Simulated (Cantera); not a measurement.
An isothermal, constant-pressure homogeneous reactor starts with 66.9 % CH₄, 30.8 % CO₂, 2.34 % H₂, at 2150 K and 0.110 bar.

Model: GRI-Mech 3.0 (53 species, 325 reactions), integrated in Cantera. GRI-Mech 3.0 stops at C3 and has no aromatics, soot or wall deposition, so with more carbon than oxygen in the feed, carbon stays in small species such as C2H2 where larger ones or solid carbon would form.

One state of this run: x CH₄ = 0.000102; x CO₂ = 1.65e-8; x H₂ = 0.589; x H = 0.00983; x CH₃ = 3.26e-5; x CH₂O = 8.10e-9. x: mole fraction; the columns are a selection and need not sum to one.

Problem. Which value of t (s) does it belong to?
A) 0.221
B) 0.00330
C) 0.0544
D) 0.000812

Solution. A, 0.221
